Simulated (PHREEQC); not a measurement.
Consider water at 25 °C with 0.014 mol/kgw NaOH, 0.00035 mol/kgw K2SiO3 and 0.0019 mol/kgw Na2CO3. Closed to the air; pH follows from the charge balance.

Equilibrium calculation in PHREEQC: ion-association model, wateq4f.dat.

Precipitation was switched off in this run.

### Question
Estimate the pH.

### Answer
pH 12.09.

### Question
In which forms is C present?

### Answer
CO3-2 83 %, NaCO3- 16 %, HCO3- 1.0 % of the C.
